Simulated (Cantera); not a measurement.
Transport properties of process gases

Gas mixture: 100 % CO₂, at 1.40 bar, frozen composition.

Cantera's kinetic-theory transport with the Lennard-Jones parameters of GRI-Mech 3.0, ideal gas; thermal conductivity in the multicomponent form.

| T (K) | ρ (kg/m³) | cp (J/kg/K) | μ (µPa s) | λ (mW/m/K) | Pr | D (cm²/s) O | D (cm²/s) NO | D (cm²/s) H₂O |
|---|---|---|---|---|---|---|---|---|
| 400 | 1.85 | 937.9 | 19.8 | 25.3 | 0.733 | 0.308 | 0.189 | 0.207 |
| 550 | 1.35 | 1047 | 26.0 | 37.1 | 0.733 | 0.538 | 0.332 | 0.387 |
| 700 | 1.06 | 1127 | 31.5 | 48.4 | 0.733 | 0.814 | 0.503 | 0.613 |
| 850 | 0.872 | 1187 | 36.4 | 59.0 | 0.732 | 1.13 | 0.701 | 0.879 |
| 1000 | 0.741 | 1234 | 41.0 | 69.2 | 0.732 | 1.49 | 0.922 | 1.18 |
| 1150 | 0.644 | 1269 | 45.2 | 78.6 | 0.731 | 1.88 | 1.17 | 1.52 |
| 1300 | 0.570 | 1298 | 49.3 | 87.6 | 0.730 | 2.31 | 1.43 | 1.89 |
| 1450 | 0.511 | 1320 | 53.1 | 96.1 | 0.729 | 2.77 | 1.72 | 2.29 |
D: mixture-averaged diffusion coefficient of that species in the mixture.
